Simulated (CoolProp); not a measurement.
Vapour-liquid equilibrium of n-hexane (1) + dimethyl carbonate (2) at 120.35 °C; x and y are mole fractions of (1).

Values from CoolProp's multi-fluid Helmholtz-energy mixture model, Thol 2019 and Zhou 2011; pair parameters Bell 2016.

```tsv
x	bubble pressure (kPa)	y at the bubble point	dew pressure at overall composition x (kPa)	liquid density (mol/L)
0.05	292.5	0.196	254.5	10.02
0.15	356.5	0.385	279.4	9.453
0.25	393.2	0.477	308.8	8.942
0.35	415.4	0.536	343.4	8.480
0.45	429.7	0.583	382.3	8.065
0.55	438.9	0.626	420.0	7.693
0.65	444.0	0.674	442.1	7.362
0.75	444.1	0.732	443.0	7.068
0.85	436.9	0.810	431.0	6.808
0.95	418.4	0.922	413.0	6.579
```

y crosses x between x = 0.65 and 0.75: the model has an azeotrope there.

Pair parameters are fitted to limited data, so mixtures are less certain than the pure fluids.
